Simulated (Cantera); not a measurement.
**Formation from one mole of O2**

Standard-state values (1 bar) from the NASA 1993 polynomials, evaluated with Cantera. Values are per mole of reaction as written; species without (g) are pure solids or liquids, kept so even where they would boil at 1 bar.

1.143 Ti + O2(g) ⇌ 0.2857 Ti4O7

| T (K) | ΔH° (kJ) | ΔS° (J/K) | ΔG° (kJ) | log10 K |
|---|---|---|---|---|
| 1448 | -963.2 | -169.9 | -717.2 | 25.87 |
| 1498 | -962.5 | -169.4 | -708.8 | 24.71 |
| 1548 | -961.8 | -168.9 | -700.3 | 23.63 |
| 1598 | -961.2 | -168.5 | -691.9 | 22.61 |
| 1648 | -960.6 | -168.2 | -683.4 | 21.66 |
| 1698 | -960.0 | -167.8 | -675.0 | 20.77 |
| 1748 | -959.5 | -167.5 | -666.7 | 19.92 |
| 1798 | -959.0 | -167.2 | -658.3 | 19.12 |

0.6667 Cr + O2(g) ⇌ 0.6667 CrO3(g)

```tsv
T (K)	ΔH° (kJ)	ΔS° (J/K)	ΔG° (kJ)	log10 K
1448	-200.2	-49.9	-128.0	4.62
1498	-200.7	-50.2	-125.5	4.38
1548	-201.2	-50.5	-123.0	4.15
1598	-201.7	-50.9	-120.4	3.94
1648	-202.3	-51.2	-117.9	3.74
1698	-203.0	-51.6	-115.3	3.55
1748	-203.6	-52.0	-112.7	3.37
1798	-204.3	-52.4	-110.1	3.20
```

Zr + O2(g) ⇌ ZrO2(g)

| T (K) | ΔH° (kJ) | ΔS° (J/K) | ΔG° (kJ) | log10 K |
|---|---|---|---|---|
| 1448 | -299.1 | 14.5 | -320.1 | 11.55 |
| 1498 | -299.5 | 14.2 | -320.8 | 11.19 |
| 1548 | -300.0 | 13.9 | -321.5 | 10.85 |
| 1598 | -300.5 | 13.6 | -322.2 | 10.53 |
| 1648 | -301.0 | 13.3 | -322.9 | 10.23 |
| 1698 | -301.5 | 12.9 | -323.5 | 9.95 |
| 1748 | -302.1 | 12.6 | -324.1 | 9.69 |
| 1798 | -302.7 | 12.3 | -324.8 | 9.43 |

2 Ti + O2(g) ⇌ 2 TiO(g)

```tsv
T (K)	ΔH° (kJ)	ΔS° (J/K)	ΔG° (kJ)	log10 K
1448	77.3	163.6	-159.5	5.75
1498	76.1	162.7	-167.7	5.85
1548	74.7	161.9	-175.8	5.93
1598	73.3	161.0	-183.9	6.01
1648	71.8	160.0	-191.9	6.08
1698	70.3	159.1	-199.9	6.15
1748	68.6	158.1	-207.8	6.21
1798	66.9	157.1	-215.7	6.27
```
